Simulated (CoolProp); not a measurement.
Saturation properties of ethylene.

Values from CoolProp's reference Helmholtz-energy equation of state, Smukala 2000.

```tsv
T (°C)	p (bar)	liquid cp (kJ/(kg K))	vapour Z
-49.55	10.78	2.745	0.8269
-47.25	11.61	2.777	0.8177
-44.95	12.48	2.811	0.8082
-42.75	13.36	2.846	(withheld)
-40.45	14.33	(withheld)	0.7886
-38.15	(withheld)	(withheld)	0.7780
-35.95	16.36	2.977	0.7676
-33.65	17.48	3.031	0.7563
-31.35	(withheld)	3.090	0.7446
-29.15	(withheld)	3.152	0.7330
-26.85	21.11	3.225	0.7204
-24.55	22.45	3.307	0.7074
-22.35	23.79	3.397	(withheld)
-20.05	25.25	3.503	0.6801
-17.75	26.78	3.627	0.6653
```

What belongs in the gaps?


- -42.75, vapour Z: 0.7987
- -40.45, liquid cp (kJ/(kg K)): 2.887
- -38.15, p (bar): 15.34
- -38.15, liquid cp (kJ/(kg K)): 2.931
- -31.35, p (bar): 18.65
- -29.15, p (bar): 19.83
- -22.35, vapour Z: 0.6943

It boils at -103.8 °C under 1 atm.
